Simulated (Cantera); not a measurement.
**Oxide etching and cleaning by halides: SiO2 + SiCl4 + H2**

Charge: 1 mol SiO2, 0.33 mol SiCl4, 39 mol H2, held at 0.360 bar.

Method: chemical equilibrium by Gibbs-energy minimisation in Cantera with the NASA 1993 tables (ideal gas, pure condensed phases). Candidate condensed phases: H2O, Si, SiO2; 30 gas species. Mutual solubility and eutectic melting of coexisting phases are not modelled. The tables' values for SiCl3 are old estimates; treat these amounts as uncertain. The tables hold silica as quartz up to 1696 K and as liquid above; real silica turns to tridymite and cristobalite and melts near 1996 K. Equilibrium is a limit: real reactors are often held back by kinetics, nucleation or transport.

| T (°C) | log p H2 | log p HCl | log p SiCl4 | log p SiHCl3 | log p SiCl2 | log p SiO | log p SiH2Cl2 | log p SiCl3 | n SiO2(β-quartz) | n Si(s) |
|---|---|---|---|---|---|---|---|---|---|---|
| 652 | -0.45 | -2.81 | -2.80 | -2.88 | -5.34 | -10.92 | -3.97 | -4.87 | 1.00 | 0 |
| 702 | -0.45 | -2.70 | -2.86 | -2.85 | -4.75 | -9.75 | -3.82 | -4.53 | 1.00 | 0.00562 |
| 752 | -0.45 | -2.53 | -2.92 | -2.90 | -4.36 | -8.84 | -3.84 | -4.30 | 1.00 | 0.0340 |
| 802 | -0.45 | -2.39 | -3.00 | -2.97 | -4.03 | -8.02 | -3.87 | -4.11 | 1.000 | 0.0682 |
| 852 | -0.45 | -2.26 | -3.11 | -3.06 | -3.75 | -7.27 | -3.92 | -3.98 | 1.000 | 0.106 |
| 902 | -0.45 | -2.17 | -3.28 | -3.19 | -3.52 | -6.59 | -4.00 | -3.90 | 1.000 | 0.143 |
| 952 | -0.46 | -2.10 | -3.50 | -3.37 | -3.35 | -5.96 | -4.10 | -3.87 | 1.000 | 0.175 |
| 1002 | -0.46 | -2.05 | -3.78 | -3.58 | -3.23 | -5.39 | -4.24 | -3.91 | 1.000 | 0.198 |
| 1052 | -0.46 | -2.02 | -4.11 | -3.83 | -3.15 | -4.86 | -4.40 | -4.00 | 0.999 | 0.211 |
| 1102 | -0.46 | -2.01 | -4.45 | -4.09 | -3.11 | -4.37 | -4.56 | -4.11 | 0.998 | 0.217 |
| 1152 | -0.46 | -2.01 | -4.80 | -4.36 | -3.07 | -3.91 | -4.73 | -4.23 | 0.993 | 0.215 |
| 1202 | -0.46 | -2.00 | -5.13 | -4.61 | -3.05 | -3.49 | -4.89 | -4.36 | 0.982 | 0.204 |
log p: log10 of the partial pressure in bar; n: condensed amount in mol.

At 652 °C the condensed part is SiO2(β-quartz). From 702 °C to 1202 °C the condensed part is Si(s) + SiO2(β-quartz). The main Si-bearing gas is SiCl4 at 652 °C and SiCl2 at 1202 °C. The share of Si in condensed phases is highest at 1102 °C (91.3 %) and lowest at 652 °C (75.2 %).
